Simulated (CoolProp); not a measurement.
Vapour-liquid equilibrium of R152A (1) + n-pentane (2) at 274.9 K; x and y are mole fractions of (1).

The numbers come from the multi-fluid Helmholtz-energy mixture model, Outcalt 1996 and Thol 2019; pair parameters Bell 2016 in CoolProp.

Question: Give the bubble pressure and the first vapour's composition at x = 0.35, 0.55, 0.95. Is there an azeotrope?

Answer: x = 0.35: 0.2149 MPa, y = 0.895; x = 0.55: 0.2357 MPa, y = 0.910; x = 0.95: 0.2743 MPa, y = 0.975. No azeotrope shows between x = 0.05 and 0.95.

Pair parameters are fitted to limited data, so mixtures are less certain than the pure fluids. With so large a gap from Raoult's law the liquid may split in two, which this calculation doesn't test in full.
